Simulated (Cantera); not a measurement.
Cantera run, input and output.

```python
import numpy as np
import cantera as ct

gas = ct.Solution("gri30.yaml")
gas.TPX = 400, 780000, {'CH4': 1, 'CO': 0.047, 'O2': 4.31, 'N2': 16.2, 'CO2': 1.6}
inlet = ct.Reservoir(gas, clone=True)
gas.equilibrate("HP")  # start burning
reactor = ct.IdealGasConstPressureReactor(gas, energy="on", clone=False)
exhaust = ct.Reservoir(gas, clone=True)
tau = [0.086, 0.028, 0.0088, 0.0028, 0.0009, 0.00029, 9.2e-05, 3e-05, 9.4e-06, 3e-06][0]
for a, b in ((inlet, reactor), (reactor, exhaust)):
    ct.MassFlowController(a, b, mdot=lambda t: reactor.mass / tau)
net = ct.ReactorNet([reactor])
show = ['CH4', 'CO', 'O2', 'C2H2', 'CH2CO', 'N2O', 'OH']

rows = []
print(f"{'tau/s':>10s}{'T/K':>9s}" + "".join(f"{s:>11s}" for s in show))
for tau in [0.086, 0.028, 0.0088, 0.0028, 0.0009, 0.00029, 9.2e-05, 3e-05, 9.4e-06, 3e-06]:
    net.initial_time = 0.0
    net.advance(30 * tau)
    before = gas.X
    net.advance(40 * tau)
    drift = np.max(np.abs(gas.X - before) / (gas.X + 1e-9))
    rows.append([gas.T, *gas[show].X, drift])
    print(f"{tau:10.3e}{gas.T:9.1f}" + "".join(f"{x:11.3e}" for x in gas[show].X))
```

Output:

```
     tau/s      T/K        CH4         CO         O2       C2H2      CH2CO        N2O         OH
 8.600e-02   1390.1  1.352e-04  1.149e-03  9.967e-02  3.334e-07  1.366e-06  9.870e-07  1.836e-05
 2.800e-02   1366.9  3.975e-04  3.344e-03  1.013e-01  5.602e-07  5.087e-06  1.366e-06  1.733e-05
 8.800e-03    400.0  4.318e-02  2.030e-03  1.861e-01 -5.239e-20 -5.614e-19 -1.381e-20  4.035e-27
 2.800e-03    400.0  4.318e-02  2.030e-03  1.861e-01 -3.968e-23 -4.252e-22 -1.046e-23  3.621e-27
 9.000e-04    400.0  4.318e-02  2.030e-03  1.861e-01 -2.507e-24 -2.686e-23 -6.608e-25  2.767e-27
 2.900e-04    400.0  4.318e-02  2.030e-03  1.861e-01 -1.583e-25 -1.697e-24 -4.174e-26  1.613e-27
 9.200e-05    400.0  4.318e-02  2.030e-03  1.861e-01 -1.000e-26 -1.072e-25 -2.637e-27  7.014e-28
 3.000e-05    400.0  4.318e-02  2.030e-03  1.861e-01 -6.318e-28 -6.770e-27 -1.665e-28  2.508e-28
 9.400e-06    400.0  4.318e-02  2.030e-03  1.861e-01 -3.991e-29 -4.276e-28 -1.052e-29  7.214e-29
 3.000e-06    400.0  4.318e-02  2.030e-03  1.861e-01 -2.521e-30 -2.701e-29 -6.645e-31  1.666e-29
```

Cantera simulation using GRI-Mech 3.0 (53 species, 325 reactions); the numbers are that mechanism's predictions, not measurements.
